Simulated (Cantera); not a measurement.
A closed system holds: 1 mol B, 8.6 mol O₂, 2.2 mol H₂, at 2250 K and 13.3 mbar.

Method: chemical equilibrium by Gibbs-energy minimisation in Cantera with the NASA 1993 tables (ideal gas, pure condensed phases). Rates play no part.

| species | before | after |
|---|---|---|
| O₂ | 0.671 | 0.587 |
| H₂O | 0.168 | 0.132 |
| O | 0.0262 | 0.0999 |
| H | 0.00338 | 0.0255 |
| OH | 0.0310 | 0.0537 |
| BO₂ | 0.0168 | 0.0284 |
| HBO₂ | 0.0756 | 0.0581 |
| BO | 0.000213 | 0.00157 |
| H₂ | 0.00276 | 0.00946 |
| HBO | 1.49e-5 | 4.99e-5 |
| B₂O₃ | 0.00506 | 0.00380 |
Gas species are given as mole fractions.

Name the change that produced these shifts.
A) temperature from 2250 K to 2123.15 K
B) pressure from 13.3 mbar to 80.0 Pa
C) O₂ from 8.6 to 0.8 mol
D) temperature from 2250 K to 1798 K

B, pressure from 13.3 mbar to 80.0 Pa
